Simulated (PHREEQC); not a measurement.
0.25 g of hydrous ferric oxide (600 m²/g; 0.2 weak and 0.005 strong sites per Fe, Dzombak-Morel constants, diffuse double layer) in 1 kg of water with 0.001 mol/kgw of an inert sodium salt and 3.6e-05 mol NiCl2, at 25 °C; the pH is set by adding NaOH or the inert anion's acid. Oxygen alone is held at its pressure in air (log pO2 = -0.68). CO2 from the air is kept out. Nothing may precipitate in this run.

The numbers come from PHREEQC with the ion-association model, wateq4f.dat.

| pH | Ni sorbed (%) | surface charge σ (C/m²) | surface potential ψ (mV) |
|---|---|---|---|
| 4 | 0.0 | 0.123 | 209 |
| 4.67 | 0.1 | 0.071 | 183 |
| 5.33 | (withheld) | 0.039 | (withheld) |
| 6 | 13.2 | (withheld) | 120 |
| 6.67 | 43.9 | 0.010 | 85 |
| 7.33 | 85.5 | 0.004 | 51 |
| 8 | 99.1 | 0.001 | 13 |
| 8.67 | 100.0 | -0.002 | (withheld) |
| 9.33 | 100.0 | -0.006 | -63 |
| 10 | 100.0 | -0.014 | -100 |
| 10.67 | 100.0 | -0.032 | -134 |
| 11.33 | 100.0 | (withheld) | (withheld) |
| 12 | 99.9 | -0.182 | -171 |

Complete the blanks.


- 5.33, Ni sorbed (%): 1.2
- 5.33, surface potential ψ (mV): 153
- 6, surface charge σ (C/m²): 0.020
- 8.67, surface potential ψ (mV): -25
- 11.33, surface charge σ (C/m²): -0.077
- 11.33, surface potential ψ (mV): -160
